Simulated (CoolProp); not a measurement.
Values from CoolProp's reference Helmholtz-energy equation of state, Zhou 2011.

Give the vapour pressure (kPa), liquid cp (kJ/(kg K)), surface tension (mN/m) of saturated dimethyl carbonate at 297.6, 305.6, 321.6 K.


| T (K) | p (kPa) | liquid cp (kJ/(kg K)) | surface tension (mN/m) |
|---|---|---|---|
| 297.6 | 7.06 | 1.83 | 28.5 |
| 305.6 | 10.5 | 1.84 | 27.3 |
| 321.6 | 21.8 | 1.87 | 24.9 |

Surface tension comes from a separate correlation (Mulero 2014).
